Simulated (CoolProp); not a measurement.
Properties of dimethyl ether along the isotherm 525 K (Tc = 400.4 K, pc = 53.37 bar, ω = 0.196).

Computed with CoolProp (reference Helmholtz-energy equation of state, Wu 2011).

```json
[
 {"p (bar)": "0.844", "phase": "gas", "density (kg/m³)": "0.8929", "cv (kJ/(kg K))": "1.916", "expansivity (1/kK)": "1.920", "fugacity coefficient": "0.9976"},
 {"p (bar)": "1.92", "phase": "gas", "density (kg/m³)": "2.037", "cv (kJ/(kg K))": "1.916", "expansivity (1/kK)": "1.939", "fugacity coefficient": "0.9946"},
 {"p (bar)": "4.37", "phase": "gas", "density (kg/m³)": "4.670", "cv (kJ/(kg K))": "1.919", "expansivity (1/kK)": "1.984", "fugacity coefficient": "0.9877"},
 {"p (bar)": "9.95", "phase": "gas", "density (kg/m³)": "10.80", "cv (kJ/(kg K))": "1.923", "expansivity (1/kK)": "___", "fugacity coefficient": "0.9722"},
 {"p (bar)": "22.6", "phase": "gas", "density (kg/m³)": "25.45", "cv (kJ/(kg K))": "___", "expansivity (1/kK)": "2.356", "fugacity coefficient": "0.9384"},
 {"p (bar)": "51.5", "phase": "gas", "density (kg/m³)": "63.22", "cv (kJ/(kg K))": "1.966", "expansivity (1/kK)": "___", "fugacity coefficient": "0.8666"},
 {"p (bar)": "117", "phase": "supercritical", "density (kg/m³)": "___", "cv (kJ/(kg K))": "___", "expansivity (1/kK)": "5.332", "fugacity coefficient": "0.7297"},
 {"p (bar)": "267", "phase": "supercritical", "density (kg/m³)": "380.4", "cv (kJ/(kg K))": "2.083", "expansivity (1/kK)": "3.686", "fugacity coefficient": "0.5642"}
]
```

Task: Some entries are withheld; supply them.

Result: 
- 9.95, expansivity (1/kK): 2.090
- 22.6, cv (kJ/(kg K)): 1.935
- 51.5, expansivity (1/kK): 3.122
- 117, density (kg/m³): 173.6
- 117, cv (kJ/(kg K)): 2.043
